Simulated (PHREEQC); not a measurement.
Make-up at 15 °C: 0.0086 mol CuSO4 and 0.22 mol FeCl3 per kg of water. It is in equilibrium with CO2 at log p = -2 (atm). Otherwise closed; pH follows from the charge balance.

Equilibrium calculation in PHREEQC: ion-association model, phreeqc.dat.

```tsv
quantity	before	after
pH	1.96	2.21
ionic strength (mol/kgw)	0.717	0.110
Cl- (mol/kgw)	0.447	0.0604
FeCl+2 (mol/kgw)	0.103	0.00434
FeCl2+ (mol/kgw)	0.0529	0.000588
Fe+3 (mol/kgw)	0.0407	0.00917
SI of Goethite (FeOOH)	+4.00	+4.47
```

**Question.** Name the change that produced these shifts.
A) temperature from 15 to 30 °C
B) temperature from 15 to 85 °C
C) diluted 5-fold with water
D) diluted 10-fold with water
E) temperature from 15 to 50 °C

**Answer.** D, diluted 10-fold with water

Precipitation was switched off in this run. The ionic strength passes 0.7 mol/kgw, the rough limit of the ion-association models, in before. Some of these states are supersaturated (in Hematite (slow to form), Goethite (slow to form), for instance).
